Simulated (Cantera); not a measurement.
Roasting and sulfation: Fe2O3 + H2S + O2

A closed system holds: 1 mol Fe2O3, 0.31 mol H2S, 0.32 mol O2, equilibrated at 1625 K.

Equilibrium computed with Cantera from the NASA thermochemical tables; the gas is ideal and each condensed phase is pure. Candidate condensed phases: Fe, FeO, Fe(OH)2, Fe(OH)3, FeS, FeSO4, FeS2, Fe2O3, Fe2(SO4)3, Fe3O4, H2O, H2SO4, S; 22 gas species. Mutual solubility and eutectic melting of coexisting phases are not modelled. The numbers say what is thermodynamically allowed, not how fast it happens.

```json
[
 {"P (Pa)": "1000", "x H2O": "0.482", "x SO2": "0.483", "x O2": "0.0336", "x SO3": "0.000184", "n Fe3O4(s)": "0.667", "n Fe2O3(s)": "0"},
 {"P (Pa)": "2600", "x H2O": "0.483", "x SO2": "0.483", "x O2": "0.0335", "x SO3": "0.000296", "n Fe3O4(s)": "0.667", "n Fe2O3(s)": "0"},
 {"P (Pa)": "6700", "x H2O": "0.483", "x SO2": "0.483", "x O2": "0.0334", "x SO3": "0.000474", "n Fe3O4(s)": "0.667", "n Fe2O3(s)": "0"},
 {"P (Pa)": "17000", "x H2O": "0.483", "x SO2": "0.482", "x O2": "0.0333", "x SO3": "0.000754", "n Fe3O4(s)": "0.667", "n Fe2O3(s)": "0"},
 {"P (Pa)": "45000", "x H2O": "0.483", "x SO2": "0.482", "x O2": "0.0331", "x SO3": "0.00122", "n Fe3O4(s)": "0.667", "n Fe2O3(s)": "0"},
 {"P (Pa)": "120000", "x H2O": "0.483", "x SO2": "0.482", "x O2": "0.0327", "x SO3": "0.00198", "n Fe3O4(s)": "0.667", "n Fe2O3(s)": "0"},
 {"P (Pa)": "300000", "x H2O": "0.484", "x SO2": "0.481", "x O2": "0.0313", "x SO3": "0.00306", "n Fe3O4(s)": "0.664", "n Fe2O3(s)": "0.00374"},
 {"P (Pa)": "770000", "x H2O": "0.494", "x SO2": "0.491", "x O2": "0.0122", "x SO3": "0.00312", "n Fe3O4(s)": "0.615", "n Fe2O3(s)": "0.0781"},
 {"P (Pa)": "2000000", "x H2O": "0.498", "x SO2": "0.494", "x O2": "0.00469", "x SO3": "0.00315", "n Fe3O4(s)": "0.596", "n Fe2O3(s)": "0.107"}
]
```
x: gas mole fraction; n: condensed amount in mol.

From 1000 Pa to 120000 Pa the condensed part is Fe3O4(s). From 300000 Pa to 2000000 Pa the condensed part is Fe2O3(s) + Fe3O4(s). The main Fe-bearing gas is Fe(OH)2 throughout.
